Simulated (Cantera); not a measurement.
Cantera run:

```python
import numpy as np
import cantera as ct

gas_names = [...]  # 115 gases of nasa_gas.yaml made of C, Ca, H, O
cond_names = """
    C(gr) C6H6(L) C7H8(L) C8H18(L),n-octa Ca(a) Ca(b) Ca(L) CaCO3(caL) CaO(s) CaO(L) CaO2H2(s) H2O(s)
    H2O(L)
""".split()


# ... load() reads the species with a 1 bar reference pressure and builds the phases ...
atoms = {
    'Ca(OH)2': {'Ca': 1, 'O': 2, 'H': 2},
    'CO2': {'C': 1, 'O': 2},
    'H2O': {'H': 2, 'O': 1},
}
top_T = {'C(gr)': 4500}  # K; cautious upper limits of use, not melting points


# ... equilibrate(T, P, feed) seeds the gas with the atoms and calls Mixture.equilibrate('TP', solver="vcs", rtol=1e-11, max_steps=5000) ...
results = []
feed = {'Ca(OH)2': 1, 'CO2': 0.045, 'H2O': 0.16}  # mol
P = 13332.2  # Pa
for T in [1173, 1323, 1473, 1623, 1773, 1923, 2073]:
    mix = equilibrate(T, P, feed)
    results.append((T, P, feed, dict(zip(mix.species_names, mix.species_moles))))
    x = sorted(zip(gas.X, gas.species_names), reverse=True)
    print(f"T = {T:g} K  P = {P:g} Pa  gas = {mix.phase_moles(0):.4g} mol")
    print("   x: " + "  ".join(f"{s} {v:.3e}" for v, s in x if v > 0.0001))
    print("   condensed (mol): " + ("  ".join(f"{mix.phase(i).name} {mix.phase_moles(i):.4g}"
          for i in range(1, mix.n_phases) if mix.phase_moles(i) > 1e-12) or "none"))
```

Result:

```
T = 1173 K  P = 13332.2 Pa  gas = 1.205 mol
   x: H2O 9.626e-01  CO2 3.734e-02
   condensed (mol): CaO(s) 1
T = 1323 K  P = 13332.2 Pa  gas = 1.205 mol
   x: H2O 9.626e-01  CO2 3.734e-02
   condensed (mol): CaO(s) 1
T = 1473 K  P = 13332.2 Pa  gas = 1.205 mol
   x: H2O 9.622e-01  CO2 3.731e-02  H2 2.870e-04  O2 1.446e-04
   condensed (mol): CaO(s) 1
T = 1623 K  P = 13332.2 Pa  gas = 1.206 mol
   x: H2O 9.609e-01  CO2 3.720e-02  H2 1.012e-03  O2 5.077e-04  OH 2.394e-04  CO 1.215e-04
   condensed (mol): CaO(s) 1
T = 1773 K  P = 13332.2 Pa  gas = 1.207 mol
   x: H2O 9.575e-01  CO2 3.686e-02  H2 2.885e-03  O2 1.439e-03  OH 8.609e-04  CO 4.123e-04
   condensed (mol): CaO(s) 1
T = 1923 K  P = 13332.2 Pa  gas = 1.211 mol
   x: H2O 9.496e-01  CO2 3.603e-02  H2 6.975e-03  O2 3.450e-03  OH 2.525e-03  CO 1.137e-03  H 2.155e-04
   condensed (mol): CaO(s) 0.9999
T = 2073 K  P = 13332.2 Pa  gas = 1.218 mol
   x: H2O 9.335e-01  CO2 3.430e-02  H2 1.478e-02  O2 7.220e-03  OH 6.290e-03  CO 2.632e-03  H 8.757e-04  O 2.674e-04  CaO2H2 1.646e-04
   condensed (mol): CaO(s) 0.9998
```

These are equilibrium values from Cantera (NASA tables, ideal gas, pure condensed phases), not measurements of a reactor.
